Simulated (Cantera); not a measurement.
**Adiabatic ignition**

An adiabatic, constant-pressure homogeneous reactor starts with 19.5 % CH₄, 16.9 % O₂, 63.6 % N₂, at 1250 K and 12.0 bar.

Model: GRI-Mech 3.0 (53 species, 325 reactions), integrated in Cantera. The pressure lies above the range GRI-Mech 3.0 was tuned for (to about 10 atm).

```
t (s)     T (K)    x CH₄     x O₂     x NO     x H₂O     x CH₂    x CH₂O     x N₂O
--------  -----  -------  -------  -------  --------  --------  --------  --------
3.00e-6    1250    0.195    0.169   <1e-12   4.85e-9    <1e-12   3.45e-9    <1e-12
1.16e-5    1250    0.195    0.169   <1e-12   1.02e-7    <1e-12   6.14e-8    <1e-12
4.52e-5    1250    0.195    0.169   <1e-12   2.69e-6    <1e-12   1.55e-6  6.38e-12
0.000175   1250    0.194    0.169   <1e-12   3.98e-5  1.32e-12   2.69e-5  4.46e-11
0.000680   1252    0.194    0.169   <1e-12  0.000286  2.76e-12  0.000172  2.85e-10
0.00264    1283    0.187    0.164   <1e-12   0.00600  8.65e-11   0.00180   5.20e-9
0.0102     2162  2.40e-5  1.60e-8  9.45e-6     0.104   5.16e-9   1.61e-7   1.10e-9
0.0397     2162  3.25e-8  1.60e-8  7.39e-6     0.104  7.14e-12   1.51e-7  8.07e-10
0.154      2162  3.22e-8  1.60e-8  4.14e-6     0.104  7.07e-12   1.51e-7  4.95e-10
0.598      2162  3.21e-8  1.60e-8  2.67e-6     0.104  7.06e-12   1.51e-7  4.12e-10
2.32       2162  3.21e-8  1.60e-8  2.60e-6     0.104  7.06e-12   1.51e-7  4.09e-10
9.00       2162  3.21e-8  1.60e-8  2.60e-6     0.104  7.06e-12   1.51e-7  4.09e-10
```
x: mole fraction; the columns are a selection and need not sum to one.

| Quantity | Value |
|---|---|
| time of steepest temperature rise | 3.38 ms |
| temperature at 9.00 s | 2162 K |
| equilibrium temperature | 2162 K |
| x(CH₄) at 9.00 s | 3.21e-8 (gas-phase equilibrium 3.61e-8) |
| x(O₂) at 9.00 s | 1.60e-8 (gas-phase equilibrium 1.60e-8) |
| x(NO) at 9.00 s | 2.60e-6 (gas-phase equilibrium 2.60e-6) |
